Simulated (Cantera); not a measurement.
# Equilibrium for calcination and drying: MgCO3 + CO2

Charge: 1 mol MgCO3, 0.2 mol CO2, held at 16.0 mbar.

Method: chemical equilibrium by Gibbs-energy minimisation in Cantera with the NASA 1993 tables (ideal gas, pure condensed phases). Candidate condensed phases: C, Mg, MgCO3, MgO; 15 gas species. The numbers say what is thermodynamically allowed, not how fast it happens.

From 1200 °C to 1850 °C the condensed part is MgO(s).

```csv
T (°C),log p CO2,log p CO,log p O2,log p O,log p Mg,log p MgO,n MgO(s)
1200,-1.80,-4.76,-5.06,-8.08,-12.66,<-13,1.00
1250,-1.80,-4.54,-4.84,-7.68,-11.91,-13.05,1.00
1300,-1.80,-4.34,-4.64,-7.30,-11.22,-12.34,1.00
1350,-1.80,-4.15,-4.45,-6.94,-10.56,-11.66,1.00
1400,-1.80,-3.97,-4.27,-6.61,-9.95,-11.03,1.00
1450,-1.80,-3.80,-4.10,-6.30,-9.37,-10.44,1.00
1500,-1.81,-3.64,-3.95,-6.00,-8.82,-9.88,1.00
1550,-1.81,-3.49,-3.80,-5.72,-8.31,-9.35,1.00
1600,-1.81,-3.36,-3.66,-5.46,-7.82,-8.84,1.000
1650,-1.82,-3.23,-3.53,-5.21,-7.35,-8.37,1.000
1700,-1.83,-3.10,-3.41,-4.97,-6.91,-7.92,1.000
1750,-1.84,-2.99,-3.30,-4.75,-6.49,-7.49,1.000
1800,-1.85,-2.88,-3.19,-4.54,-6.09,-7.08,1.000
1850,-1.87,-2.78,-3.09,-4.34,-5.71,-6.70,1.000
```
log p: log10 of the partial pressure in bar; n: condensed amount in mol.
